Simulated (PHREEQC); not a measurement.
A column of 1 m (30 cells, dispersivity 0.035 m, 60 s a shift, diffusion coefficient 3e-10 m²/s) holds 0.084 eq of the database's cation exchanger X per kg of pore water, first in equilibrium with 0.0021 mol MnCl2 and 1e-05 mol HCl per kg of water. It is flushed with 2.3 mmol/kgw MnCl2, 45 mmol/kgw ZnSO4 and 0.01 mmol/kgw HCl, at 25 °C. Values are for the last cell. The system is closed to CO2. Nothing may precipitate in this run.

Base run: PHREEQC, ion-association model, phreeqc.dat. Each further column changes one thing. The table gives MnX2 on the exchanger (mol/kgw).

| pore volumes | base | exchange capacity from 0.084 to 0.042 eq/kgw | dispersivity from 0.035 to 0.07 m |
|---|---|---|---|
| 0 | 0.0420 | 0.0210 | 0.0420 |
| 0.55 | 0.0420 | 0.0210 | 0.0420 |
| 1.083 | 0.0419 | [?] | 0.0411 |
| 1.483 | 0.0348 | [?] | 0.0288 |
| 2.017 | 0.0109 | [?] | 0.0108 |
| 2.55 | 0.00289 | 0.000686 | [?] |
| 2.95 | 0.00166 | [?] | 0.00244 |
| 3.483 | 0.00132 | 0.000633 | 0.00162 |
| 4.017 | 0.00127 | 0.000633 | 0.00137 |

Q: Some entries are withheld; supply them.

A: 
- 1.083, exchange capacity from 0.084 to 0.042 eq/kgw: 0.0184
- 1.483, exchange capacity from 0.084 to 0.042 eq/kgw: 0.00583
- 2.017, exchange capacity from 0.084 to 0.042 eq/kgw: 0.00120
- 2.55, dispersivity from 0.035 to 0.07 m: 0.00416
- 2.95, exchange capacity from 0.084 to 0.042 eq/kgw: 0.000641
